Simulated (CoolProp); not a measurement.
Values from CoolProp's reference Helmholtz-energy equation of state, Tillner-Roth 1997.

Question: Give the vapour pressure (MPa), vapour Z, liquid viscosity (µPa s) of saturated CH2F2 (R32) at -52.95, 8.45 °C.

Answer: 
```
T (°C)  p (MPa)  vapour Z  liquid viscosity (µPa s)
------  -------  --------  ------------------------
-52.95   0.0948     0.960                       305
8.45       1.06     0.815                       137
```

Viscosity comes from a separate model (Bell 2016), an estimate that may be off by 10 % or more.
